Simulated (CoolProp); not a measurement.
n-dodecane at several states: fugacity coefficient from the reference equation and from simpler models built on Tc = 658.1 K, pc = 1818 kPa, ω = 0.574; each cubic takes its own stable root.

Values from CoolProp's reference Helmholtz-energy equation of state, Lemmon 2004. It is a short technical equation, of lower accuracy than the large ones.

```
T (K)  p (kPa)   phase  reference
-----  -------  ------  ---------
532.9     5740  liquid    0.05722
289.6     3530  liquid   3.372e-6
393.2     6600  liquid   0.001229
269.3      214  liquid   5.589e-6
559.7     19.3     gas     0.9921
```

How far does each simpler model (van der Waals, Redlich-Kwong, Soave-Redlich-Kwong) lie from the reference over these 5 states: mean and median of the absolute difference, and the worst?


- van der Waals: mean 258728.9 %, median 4313.3 %, worst +973956.2 % at 269.3 K and 214 kPa
- Redlich-Kwong: mean 4328.1 %, median 719.4 %, worst +13414.0 % at 269.3 K and 214 kPa
- Soave-Redlich-Kwong: mean 8.8 %, median 10.2 %, worst +12.5 % at 532.9 K and 5740 kPa
